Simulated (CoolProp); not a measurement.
Ethanol at several states: fugacity coefficient from the reference equation and from simpler models built on Tc = 514.7 K, pc = 6268 kPa, ω = 0.644; each cubic takes its own stable root.

Model: reference Helmholtz-energy equation of state, Schroeder 2014, in CoolProp.

| T (K) | p (kPa) | phase | reference |
|---|---|---|---|
| 227 | 15100 | liquid | 3.016e-6 |
| 491.9 | 24400 | liquid | 0.1924 |
| 231.7 | 454 | liquid | 0.0001072 |

How far does each simpler model (van der Waals, Redlich-Kwong, Soave-Redlich-Kwong, Peng-Robinson) lie from the reference over these 3 states: mean and median of the absolute difference, and the worst?


- van der Waals: mean 168301.0 %, median 168743.3 %, worst +336106.9 % at 227 K and 15100 kPa
- Redlich-Kwong: mean 4558.7 %, median 5965.3 %, worst +7688.5 % at 227 K and 15100 kPa
- Soave-Redlich-Kwong: mean 30.4 %, median 39.9 %, worst -41.2 % at 231.7 K and 454 kPa
- Peng-Robinson: mean 14.4 %, median 20.6 %, worst -21.4 % at 227 K and 15100 kPa
